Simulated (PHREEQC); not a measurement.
# Metal-bearing waste water: an equilibrium model

Make-up at 30 °C: 0.07 mol FeCl3, 0.011 mol CaCl2, 0.00066 mol H2SO4 and 0.049 mol Na2SO4 per kg of water. Closed to the air; pH follows from the charge balance.

Computed with PHREEQC (ion-association model, phreeqc.dat).

```yaml
pH: 2.16
ionic_strength: 0.318 mol/kgw
activity_of_water: 0.993
total_alkalinity: -141 meq/kg
```

```
species     molality  activity   log γ
----------  --------  --------  ------
Cl-            0.211     0.143  -0.168
Na+           0.0968    0.0703  -0.139
FeSO4+        0.0307    0.0217  -0.150
FeCl+2        0.0153   0.00382  -0.602
Ca+2         0.00981   0.00277  -0.549
SO4-2        0.00967   0.00235  -0.615
H+           0.00880   0.00685  -0.109
Fe+3         0.00718  0.000756  -0.978
FeOH+2       0.00378  0.000944  -0.602
Fe2(OH)2+4   0.00299   1.96e-5  -2.183
```

This is a speciation only: nothing precipitates in the calculation. The solution is supersaturated, for example in Hematite (slow to form), Goethite (slow to form), so a real one may precipitate; this is no full list.
